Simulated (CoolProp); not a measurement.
Computed with CoolProp (reference Helmholtz-energy equation of state, Gao 2020).

### Question
Give the vapour pressure (MPa), vapour density (kg/m³), enthalpy of vaporisation (kJ/kg), liquid cp (kJ/(kg K)) of saturated ammonia at 6.95, 20.45, 67.95 °C.

### Answer
```csv
T (°C),p (MPa),vapour density (kg/m³),enthalpy of vaporisation (kJ/kg),liquid cp (kJ/(kg K))
6.95,0.553,4.39,1240,4.65
20.45,0.869,6.79,1180,4.74
67.95,3.16,25.1,952,5.42
```
